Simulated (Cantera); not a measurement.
Input (Python, Cantera) and output of one run.

```python
import numpy as np
import cantera as ct

gas_names = [...]  # 95 gases of nasa_gas.yaml made of C, F, H
cond_names = """
    C(gr) C6H6(L) C7H8(L) C8H18(L),n-octa
""".split()


# ... load() reads the species with a 1 bar reference pressure and builds the phases ...
atoms = {
    'CH2F2': {'C': 1, 'H': 2, 'F': 2},
    'H2': {'H': 2},
}
top_T = {'C(gr)': 4500}  # K; cautious upper limits of use, not melting points


# ... equilibrate(T, P, feed) seeds the gas with the atoms and calls Mixture.equilibrate('TP', solver="vcs", rtol=1e-11, max_steps=5000) ...
results = []
feed = {'CH2F2': 1, 'H2': 0.22}  # mol
T = 1200  # K
P = 1  # Pa
mix = equilibrate(T, P, feed)
results.append((T, P, feed, dict(zip(mix.species_names, mix.species_moles))))
print(gas.report(threshold=0.0001))
for i in range(1, mix.n_phases):
    print(f"{mix.phase(i).name:16s} {mix.phase_moles(i):12.5e} mol")
```

Output:

```
       temperature   1200 K
          pressure   1 Pa
           density   1.8265e-06 kg/m^3
  mean mol. weight   18.223 kg/kmol
   phase of matter   gas

                          1 kg             1 kmol
                     ---------------   ---------------
          enthalpy       -1.2005e+07       -2.1876e+08  J
   internal energy       -1.2552e+07       -2.2874e+08  J
           entropy             16956          3.09e+05  J/K
    Gibbs function       -3.2352e+07       -5.8956e+08  J
 heat capacity c_p            1704.2             31057  J/K
 heat capacity c_v              1248             22743  J/K

                      mass frac. Y      mole frac. X     chem. pot. / RT
                     ---------------   ---------------   ---------------
                HF           0.98904           0.90089           -62.093
                H2          0.010962          0.099088           -31.802
     [  +93 minor]        1.1032e-06        1.9656e-05

C(gr)             1.00000e+00 mol
```

Method: chemical equilibrium by Gibbs-energy minimisation in Cantera with the NASA 1993 tables (ideal gas, pure condensed phases).
